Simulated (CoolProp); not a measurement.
R236FA at several states: Z from the reference equation and from simpler models built on Tc = 398.1 K, pc = 3.191 MPa, ω = 0.377; each cubic takes its own stable root.

Values from CoolProp's reference Helmholtz-energy equation of state, Pan 2012.

| T (K) | p (MPa) | phase | reference |
|---|---|---|---|
| 234.4 | 6.97 | liquid | 0.3459 |
| 279.6 | 0.521 | liquid | 0.02395 |
| 203.3 | 1.34 | liquid | 0.07322 |
| 397.8 | 0.0502 | gas | 0.9945 |

**Question.** How far does each simpler model (van der Waals, Redlich-Kwong, Soave-Redlich-Kwong, Peng-Robinson) lie from the reference over these 4 states: mean and median of the absolute difference, and the worst?

**Answer.** 
- van der Waals: mean 922.4 %, median 68.6 %, worst +3552.2 % at 279.6 K and 0.521 MPa
- Redlich-Kwong: mean 11.9 %, median 15.2 %, worst +17.4 % at 279.6 K and 0.521 MPa
- Soave-Redlich-Kwong: mean 8.2 %, median 10.5 %, worst +11.9 % at 203.3 K and 1.34 MPa
- Peng-Robinson: mean 1.2 %, median 1.1 %, worst -2.3 % at 279.6 K and 0.521 MPa

At some of these states van der Waals gives the other phase, because its saturation line lies elsewhere.
